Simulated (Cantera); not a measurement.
## Abatement and gas-phase synthesis: S + H2O

Charge: 1 mol S, 0.38 mol H2O, equilibrated at 140 Pa.

Method: chemical equilibrium by Gibbs-energy minimisation in Cantera with the NASA 1993 tables (ideal gas, pure condensed phases). Candidate condensed phases: H2O, H2SO4, S; 19 gas species. Kinetics and transport are ignored.

From 2550 K to 3375 K nothing is condensed.

```json
[
 {"T (K)": "2550", "x S": "0.340", "x H": "0.262", "x SO": "0.175", "x O": "0.0123", "x H2": "0.0985", "x S2": "0.0560", "x SO2": "0.0221", "x SH": "0.0138", "x H2O": "0.0122"},
 {"T (K)": "2625", "x S": "0.364", "x H": "0.301", "x SO": "0.163", "x O": "0.0221", "x H2": "0.0703", "x S2": "0.0355", "x SO2": "0.0174", "x SH": "0.0102", "x H2O": "0.00787"},
 {"T (K)": "2700", "x S": "0.382", "x H": "0.331", "x SO": "0.146", "x O": "0.0373", "x H2": "0.0474", "x S2": "0.0224", "x SO2": "0.0129", "x SH": "0.00732", "x H2O": "0.00469"},
 {"T (K)": "2775", "x S": "0.397", "x H": "0.349", "x SO": "0.124", "x O": "0.0580", "x H2": "0.0305", "x S2": "0.0143", "x SO2": "0.00876", "x SH": "0.00513", "x H2O": "0.00255"},
 {"T (K)": "2850", "x S": "0.412", "x H": "0.359", "x SO": "0.0994", "x O": "0.0823", "x H2": "0.0190", "x S2": "0.00936", "x SO2": "0.00526", "x SH": "0.00356", "x H2O": "0.00126"},
 {"T (K)": "2925", "x S": "0.426", "x H": "0.361", "x SO": "0.0745", "x O": "0.107", "x H2": "0.0118", "x S2": "0.00623", "x SO2": "0.00279", "x SH": "0.00247", "x H2O": "0.000583"},
 {"T (K)": "3000", "x S": "0.438", "x H": "0.361", "x SO": "0.0529", "x O": "0.127", "x H2": "0.00731", "x S2": "0.00420", "x SO2": "0.00133", "x SH": "0.00172", "x H2O": "0.000257"},
 {"T (K)": "3075", "x S": "0.447", "x H": "0.359", "x SO": "0.0360", "x O": "0.143", "x H2": "0.00463", "x S2": "0.00285", "x SO2": "0.000593", "x SH": "0.00121", "x H2O": "0.000111"},
 {"T (K)": "3150", "x S": "0.454", "x H": "0.358", "x SO": "0.0240", "x O": "0.155", "x H2": "0.00299", "x S2": "0.00195", "x SO2": "0.000253", "x SH": "0.000863", "x H2O": "4.84e-5"},
 {"T (K)": "3225", "x S": "0.458", "x H": "0.357", "x SO": "0.0158", "x O": "0.163", "x H2": "0.00197", "x S2": "0.00135", "x SO2": "0.000107", "x SH": "0.000622", "x H2O": "2.14e-5"},
 {"T (K)": "3300", "x S": "0.461", "x H": "0.356", "x SO": "0.0104", "x O": "0.168", "x H2": "0.00133", "x S2": "0.000943", "x SO2": "4.51e-5", "x SH": "0.000453", "x H2O": "9.64e-6"},
 {"T (K)": "3375", "x S": "0.463", "x H": "0.356", "x SO": "0.00690", "x O": "0.171", "x H2": "0.000914", "x S2": "0.000667", "x SO2": "1.94e-5", "x SH": "0.000335", "x H2O": "4.47e-6"}
]
```
x: gas mole fraction; nothing condenses.
